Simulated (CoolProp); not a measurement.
Vapour-liquid equilibrium of CHF3 (R23) (1) + C2F6 (R116) (2) at 584 kPa; x and y are mole fractions of (1).

Computed with CoolProp (multi-fluid Helmholtz-energy mixture model, Penoncello 2003 and Lemmon 2006; pair parameters Bell 2016).

```json
[
 {"x": "0.05", "bubble temperature, mixture model (°C)": "-41.3", "bubble temperature, Raoult's law (°C)": "-38.3", "y, mixture model": "[?]", "y, Raoult's law": "0.064"},
 {"x": "0.2", "bubble temperature, mixture model (°C)": "-47.1", "bubble temperature, Raoult's law (°C)": "-39.5", "y, mixture model": "[?]", "y, Raoult's law": "0.246"},
 {"x": "0.35", "bubble temperature, mixture model (°C)": "-49.4", "bubble temperature, Raoult's law (°C)": "-40.7", "y, mixture model": "0.486", "y, Raoult's law": "0.413"},
 {"x": "0.5", "bubble temperature, mixture model (°C)": "-50.3", "bubble temperature, Raoult's law (°C)": "-41.8", "y, mixture model": "0.559", "y, Raoult's law": "0.566"},
 {"x": "0.65", "bubble temperature, mixture model (°C)": "-50.4", "bubble temperature, Raoult's law (°C)": "-42.8", "y, mixture model": "[?]", "y, Raoult's law": "0.708"},
 {"x": "0.8", "bubble temperature, mixture model (°C)": "-49.7", "bubble temperature, Raoult's law (°C)": "-43.8", "y, mixture model": "[?]", "y, Raoult's law": "0.839"},
 {"x": "0.95", "bubble temperature, mixture model (°C)": "[?]", "bubble temperature, Raoult's law (°C)": "-44.7", "y, mixture model": "0.895", "y, Raoult's law": "0.961"}
]
```

Problem. What belongs in the gaps?

Solution. 
- 0.05, y, mixture model: 0.141
- 0.2, y, mixture model: 0.375
- 0.65, y, mixture model: 0.625
- 0.8, y, mixture model: 0.716
- 0.95, bubble temperature, mixture model (°C): -46.9

The largest gap from Raoult's law is -8.7 K in bubble temperature, at x = 0.35. y crosses x between x = 0.5 and 0.65: the model has an azeotrope there.

Pair parameters are fitted to limited data, so mixtures are less certain than the pure fluids.
